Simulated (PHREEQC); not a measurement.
Geothermal or formation water: an equilibrium model

A made-up water analysis in mg/kgw, 50 °C, pH 8.08, pe 9.9:

```
constituent         mg/kgw
------------------  ------
Na                    2430
K                    0.201
Ca                    3.24
Mg                     605
Cl                    4080
S(6) as SO4           2070
Alkalinity as HCO3    47.5
Si as SiO2            90.1
```

Valence states are taken as typed.

All values are PHREEQC results (ion-association model, phreeqc.dat), not measurements.

This is a speciation only: nothing precipitates in the calculation.

Predict the ionic strength, specific conductance.

ionic strength 0.168 mol/kgw; specific conductance 21800 µS/cm.

In which forms is Mg present?

Mg+2 68 %, MgSO4 32 % of the Mg.

Examples of supersaturated solids here: Quartz (slow to form), Chalcedony (slow to form). Others may be too. Away from 25 °C the constants follow the database's enthalpies or fits; those with neither stay at their 25 °C values.
